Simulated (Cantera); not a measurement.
An isothermal, constant-pressure homogeneous reactor starts with NO : N2 : H2O = 1 : 0.59 : 0.13 (molar parts), at 2000 K and 0.290 bar.

Model: GRI-Mech 3.0 (53 species, 325 reactions), integrated in Cantera.

x: mole fraction; the columns are a selection and need not sum to one.

```
t (s)        x NO      x O2    x N2O   x N2     x NO2       x O
--------  -------  --------  -------  -----  --------  --------
3.00e-6     0.581  1.21e-10  3.41e-7  0.343   3.41e-9   2.97e-7
1.70e-5     0.581         ?        ?  0.343         ?         ?
9.59e-5     0.581   6.62e-8  1.04e-5  0.343   2.33e-6   1.49e-6
0.000542    0.581   9.28e-6  4.76e-5  0.343   4.34e-5   1.16e-5
0.00306     0.580  0.000762  7.98e-5  0.343   4.38e-5   4.49e-5
0.0173      0.575         ?  7.53e-5  0.346         ?         ?
0.0979      0.546    0.0170  7.35e-5  0.360  0.000143  0.000174
0.554       0.408    0.0857  4.23e-5  0.429  0.000241  0.000374
3.13       0.0925     0.243  2.35e-6  0.587   9.22e-5  0.000618
17.7      0.00914     0.285  2.22e-7  0.628   9.88e-6  0.000667
100       0.00801     0.285  2.17e-7  0.629   8.66e-6  0.000668
```

### Question
What belongs in the gaps?

### Answer

- 1.70e-5, x O2: 3.01e-9
- 1.70e-5, x N2O: 1.92e-6
- 1.70e-5, x NO2: 9.47e-8
- 1.70e-5, x O: 9.61e-7
- 0.0173, x O2: 0.00325
- 0.0173, x NO2: 6.73e-5
- 0.0173, x O: 8.24e-5
